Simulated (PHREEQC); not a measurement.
Dissolve 0.0638 mol HF, 0.0032 mol (CH3)4NF, 3.9e-07 mol H4SiO4 and 0.00032 mol H2SO4 per kg of water at 25 °C. Closed to the air; pH follows from the charge balance.

The numbers come from PHREEQC with the ion-association model, phreeqc.dat.

No solid was allowed to form.

Question: Order these F species by the share of F that they hold, largest first: HF2-, F-, HF.

Answer: HF (84 %), F- (11 %), HF2- (4.7 %)

The pH is 2.24 and the ionic strength 0.00968 mol/kgw. Species that the database lacks are ignored. (CH3)4N+ isn't in the database: it is added as a free cation with an ion size of 4 Å. SiF6-2 is the database's only silicon fluoride.
